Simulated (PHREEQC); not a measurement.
Synthetic water in mg/kgw, 20 °C, pH 5.94, pe 8.6:

```json
[
 {"constituent": "Na", "mg/kgw": "1.31"},
 {"constituent": "K", "mg/kgw": "2.64"},
 {"constituent": "Ca", "mg/kgw": "2.7"},
 {"constituent": "Mg", "mg/kgw": "0.102"},
 {"constituent": "Cl", "mg/kgw": "1.94"},
 {"constituent": "S(6) as SO4", "mg/kgw": "4.93"},
 {"constituent": "Alkalinity as HCO3", "mg/kgw": "6.07"},
 {"constituent": "B", "mg/kgw": "0.063"},
 {"constituent": "N(5) as NO3", "mg/kgw": "0.00224"},
 {"constituent": "Sr", "mg/kgw": "0.00511"},
 {"constituent": "Pb", "mg/kgw": "0.0235"},
 {"constituent": "Br", "mg/kgw": "0.0602"},
 {"constituent": "Cd", "mg/kgw": "0.00494"}
]
```

Valence states are taken as typed.

All values are PHREEQC results (ion-association model, wateq4f.dat), not measurements.

The ionic strength is 0.000385 mol/kgw and the charge-balance error is 2.0 %.

```
species  molality  activity   log γ
-------  --------  --------  ------
CO2      0.000272  0.000272   0.000
HCO3-    0.000101   9.83e-5  -0.010
K+        6.75e-5   6.60e-5  -0.010
Ca+2      6.67e-5   6.11e-5  -0.038
Na+       5.70e-5   5.57e-5  -0.010
Cl-       5.47e-5   5.35e-5  -0.010
SO4-2     5.07e-5   4.64e-5  -0.038
H3BO3     5.83e-6   5.83e-6   0.000
Mg+2      4.16e-6   3.80e-6  -0.038
```

No solid was allowed to form.
